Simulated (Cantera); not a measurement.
Cantera run, input and output.

```python
import numpy as np
import cantera as ct

gas = ct.Solution("gri30.yaml")
gas.TPX = 1375, 101325, {'N2O': 1, 'H2O': 0.098}
inlet = ct.Reservoir(gas, clone=True)

reactor = ct.IdealGasConstPressureReactor(gas, energy="off", clone=False)
exhaust = ct.Reservoir(gas, clone=True)
tau = [21, 7.9, 3, 1.2, 0.45, 0.17, 0.066, 0.025, 0.0097, 0.0037][0]
for a, b in ((inlet, reactor), (reactor, exhaust)):
    ct.MassFlowController(a, b, mdot=lambda t: reactor.mass / tau)
net = ct.ReactorNet([reactor])
show = ['N2O', 'H2O', 'O2', 'N2', 'H2']

rows = []
print(f"{'tau/s':>10s}{'T/K':>9s}" + "".join(f"{s:>11s}" for s in show))
for tau in [21, 7.9, 3, 1.2, 0.45, 0.17, 0.066, 0.025, 0.0097, 0.0037]:
    net.initial_time = 0.0
    net.advance(30 * tau)
    before = gas.X
    net.advance(40 * tau)
    drift = np.max(np.abs(gas.X - before) / (gas.X + 1e-9))
    rows.append([gas.T, *gas[show].X, drift])
    print(f"{tau:10.3e}{gas.T:9.1f}" + "".join(f"{x:11.3e}" for x in gas[show].X))
```

Result:

```
     tau/s      T/K        N2O        H2O         O2         N2         H2
 2.100e+01   1375.0  3.812e-03  6.142e-02  3.033e-01  6.150e-01  1.512e-07
 7.900e+00   1375.0  9.571e-03  6.160e-02  2.976e-01  6.074e-01  2.168e-07
 3.000e+00   1375.0  2.318e-02  6.201e-02  2.882e-01  5.934e-01  3.013e-07
 1.200e+00   1375.0  5.164e-02  6.288e-02  2.735e-01  5.690e-01  3.949e-07
 4.500e-01   1375.0  1.150e-01  6.482e-02  2.476e-01  5.214e-01  4.976e-07
 1.700e-01   1375.0  2.329e-01  6.843e-02  2.063e-01  4.398e-01  5.877e-07
 6.600e-02   1375.0  4.063e-01  7.374e-02  1.508e-01  3.248e-01  6.619e-07
 2.500e-02   1375.0  6.047e-01  7.982e-02  9.023e-02  1.961e-01  7.464e-07
 9.700e-03   1375.0  7.555e-01  8.444e-02  4.524e-02  9.919e-02  8.748e-07
 3.700e-03   1375.0  8.430e-01  8.711e-02  1.951e-02  4.320e-02  1.088e-06
```

Detailed kinetics in Cantera: GRI-Mech 3.0 (53 species, 325 reactions). GRI-Mech 3.0 was tuned for natural gas; its chemistry of N2O as a main component is partial and can be far from experiment. The mechanism lacks the step 2 NO + O2 → 2 NO2, which can matter for NO2 below about 1400 K. The temperature is held fixed by assumption; the heat of reaction is taken as removed at once.
